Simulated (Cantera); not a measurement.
An isothermal plug-flow reactor at 1175 K and 0.640 bar (inlet), inlet velocity 0.31 m/s, active area per volume 210 1/m; feed 0.346 % CH4, 19.3 % O2, 80.3 % N2, equivalence ratio 0.036.

Detailed kinetics in Cantera: Deutschmann's 1995 Pt surface mechanism with GRI-Mech 3.0 gas chemistry. Catalytic surfaces can have several steady states; this one follows from the mechanism file's or the stated starting coverage. Mass transfer to the wall is taken as infinitely fast.

Task: Predict: x(CH4) at z = 0.005 m; x(O2) at z = 0.005 m; x(H2O) at z = 0.005 m; x(CO2) at z = 0.005 m; x(CO) at z = 0.005 m; θ(free Pt) at the exit; θ(O*) at the exit.

Result: 
```json
{
  "x(CH4) at z = 0.005 m": "0.00101",
  "x(O2) at z = 0.005 m": "0.188",
  "x(H2O) at z = 0.005 m": "0.00475",
  "x(CO2) at z = 0.005 m": "0.00233",
  "x(CO) at z = 0.005 m": "1.79e-6",
  "θ(free Pt) at the exit": "0.379",
  "θ(O*) at the exit": "0.621"
}
```
